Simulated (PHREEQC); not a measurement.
Consider water at 7.4 °C with 0.15 mol/kgw HCl, 0.2 mol/kgw CuSO4 and 0.00025 mol/kgw MgCl2. Closed to the air; pH follows from the charge balance.

All values are PHREEQC results (ion-association model, phreeqc.dat), not measurements.

Task: The ionic strength comes out as 0.531 mol/kgw. What activity coefficients do Cl-, HSO4-, Mg+2, H+, Cu+2 get?

Result: Cl- 0.65, HSO4- 0.74, Mg+2 0.30, H+ 0.77, Cu+2 0.25.

No solid was allowed to form. Species that the database lacks are ignored. Constants without temperature data keep their 25 °C values here.
